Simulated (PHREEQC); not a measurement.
Solution (20 °C): 0.0099 mol Ag2SO4, 3.1e-05 mol KNO3 and 0.0048 mol Cu(NO3)2 per kg of water. Closed to the air; pH follows from the charge balance.

All values are PHREEQC results (ion-association model, wateq4f.dat), not measurements.

```csv
quantity,before,after
pH,5.14,6.92
ionic strength (mol/kgw),0.0362,0.0313
```

**Question.** Which change was made?
A. Cu(NO3)2 replaced by NaNO3 at the same molality
B. 0.00091 mol/kgw HBF4 added
C. temperature from 20 to 60 °C
D. diluted 2-fold with water
E. Ag2SO4 left out

**Answer.** A, Cu(NO3)2 replaced by NaNO3 at the same molality

This is a speciation only: nothing precipitates in the calculation. Some of these states are supersaturated (in Antlerite, Brochantite, for instance).
